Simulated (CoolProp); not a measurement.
Vapour-liquid equilibrium of R142b (1) + R113 (2) at 686 kPa; x and y are mole fractions of (1).

Values from CoolProp's multi-fluid Helmholtz-energy mixture model, Lemmon 2006 and Marx 1992; pair parameters Bell 2016.

Question: Give the bubble temperature and the first vapour's composition at x = 0.2, 0.8, 0.95. Is there an azeotrope?

Answer: x = 0.2: 367.1 K, y = 0.512; x = 0.8: 330.4 K, y = 0.939; x = 0.95: 325.0 K, y = 0.985. No azeotrope shows between x = 0.05 and 0.95.

Pair parameters are fitted to limited data, so mixtures are less certain than the pure fluids.
